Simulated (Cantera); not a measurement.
A closed system holds: 1 mol Si, 1 mol Cl₂, 4.9 mol H₂, equilibrated at 0.100 bar.

Method: chemical equilibrium by Gibbs-energy minimisation in Cantera with the NASA 1993 tables (ideal gas, pure condensed phases). Candidate condensed phases: Si; 19 gas species. The tables' values for SiCl₃, SiCl are old estimates; treat these amounts as uncertain. Equilibrium is a limit: real reactors are often held back by kinetics, nucleation or transport.

x: gas mole fraction; n: condensed amount in mol.

| T (°C) | x H₂ | x HCl | x SiCl₂ | x SiCl₄ | x SiHCl₃ | x SiCl₃ | n Si(s) |
|---|---|---|---|---|---|---|---|
| 752 | 0.883 | 0.0225 | 0.00103 | 0.0675 | 0.0228 | 0.00182 | 0.492 |
| 852 | 0.866 | 0.0449 | 0.00494 | 0.0591 | 0.0198 | 0.00487 | 0.512 |
| 952 | 0.838 | ? | ? | ? | ? | 0.00962 | 0.522 |
| 1052 | 0.806 | 0.107 | 0.0392 | 0.0245 | 0.00942 | 0.0133 | 0.507 |
| 1152 | 0.780 | 0.129 | ? | ? | ? | 0.0123 | 0.475 |
| 1252 | 0.768 | 0.138 | 0.0811 | 0.00270 | 0.00170 | 0.00858 | 0.449 |
| 1352 | 0.763 | 0.140 | 0.0896 | 0.000752 | 0.000641 | 0.00539 | 0.433 |

Task: Fill in the missing entries.

Result: 
- 952, x HCl: 0.0756
- 952, x SiCl₂: 0.0166
- 952, x SiCl₄: 0.0440
- 952, x SiHCl₃: 0.0152
- 1152, x SiCl₂: 0.0644
- 1152, x SiCl₄: 0.00929
- 1152, x SiHCl₃: 0.00439
